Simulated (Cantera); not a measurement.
Feed: 1 mol SiH₄, 74 mol N₂, 2.4 mol NH₃, held at 0.100 bar.

Equilibrium computed with Cantera from the NASA thermochemical tables; the gas is ideal and each condensed phase is pure. Candidate condensed phases: Si, Si₃N₄; 18 gas species. Gases not in the tables: Si₂H₆ and higher silanes. Kinetics and transport are ignored.

Which condensed phases are stable at each of these points (T (K)): 1173, 1273, 1373, 1473, 1573, 1673, 1773, 1873, 1973, 2073?


```tsv
T (K)	condensed phases	Si condensed (%)
1173	Si₃N₄(s)	100.0
1273	Si₃N₄(s)	100.0
1373	Si₃N₄(s)	100.0
1473	Si₃N₄(s)	100.0
1573	Si₃N₄(s)	100.0
1673	Si₃N₄(s)	100.0
1773	Si₃N₄(s)	100.0
1873	Si₃N₄(s)	99.6
1973	Si(l)	96.4
2073	Si(l)	89.3
```

From 1173 K to 1873 K the condensed part is Si₃N₄(s). From 1973 K to 2073 K the condensed part is Si(l).
